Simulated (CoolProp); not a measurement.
Values from CoolProp's reference Helmholtz-energy equation of state, Smukala 2000.

Question: Give the vapour pressure (MPa), vapour Z, surface tension (mN/m) of saturated ethylene at 212.6 K.

Answer: 
```
T (K)  p (MPa)  vapour Z  surface tension (mN/m)
-----  -------  --------  ----------------------
212.6    0.739     0.867                    9.29
```

Surface tension comes from a separate correlation (Mulero 2012).
